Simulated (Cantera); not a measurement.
Feed: 1 mol C2H4, 3.6 mol H2O, at 22000 Pa.

Method: chemical equilibrium by Gibbs-energy minimisation in Cantera with the NASA 1993 tables (ideal gas, pure condensed phases). Candidate condensed phases: C, C6H6, C7H8, C8H18, H2O; 110 gas species. The numbers say what is thermodynamically allowed, not how fast it happens.

x: gas mole fraction; nothing condenses.

```json
[
 {"T (°C)": "2052", "x H2": "0.529", "x CO": "0.245", "x H2O": "0.192", "x H": "0.0171", "x CO2": "0.0156", "x OH": "0.00103"},
 {"T (°C)": "2102", "x H2": "0.525", "x CO": "0.245", "x H2O": "0.191", "x H": "0.0218", "x CO2": "0.0153", "x OH": "0.00141"},
 {"T (°C)": "2152", "x H2": "0.521", "x CO": "0.244", "x H2O": "0.190", "x H": "0.0275", "x CO2": "0.0149", "x OH": "0.00191"},
 {"T (°C)": "2202", "x H2": "0.515", "x CO": "0.244", "x H2O": "0.189", "x H": "0.0344", "x CO2": "0.0146", "x OH": "0.00255"},
 {"T (°C)": "2252", "x H2": "0.509", "x CO": "0.243", "x H2O": "0.188", "x H": "?", "x CO2": "0.0143", "x OH": "?"},
 {"T (°C)": "2302", "x H2": "0.502", "x CO": "0.242", "x H2O": "0.186", "x H": "0.0523", "x CO2": "0.0140", "x OH": "0.00436"},
 {"T (°C)": "2352", "x H2": "0.493", "x CO": "0.240", "x H2O": "0.183", "x H": "0.0636", "x CO2": "0.0137", "x OH": "0.00561"},
 {"T (°C)": "2402", "x H2": "0.483", "x CO": "0.239", "x H2O": "0.180", "x H": "0.0766", "x CO2": "0.0133", "x OH": "0.00713"},
 {"T (°C)": "2452", "x H2": "0.472", "x CO": "0.237", "x H2O": "0.176", "x H": "?", "x CO2": "0.0130", "x OH": "?"},
 {"T (°C)": "2502", "x H2": "0.460", "x CO": "0.234", "x H2O": "0.172", "x H": "0.108", "x CO2": "0.0127", "x OH": "0.0111"}
]
```

Problem. Some entries are withheld; supply them.

Solution. 
- 2452, x H: 0.0914
- 2452, x OH: 0.00895
- 2252, x H: 0.0426
- 2252, x OH: 0.00335
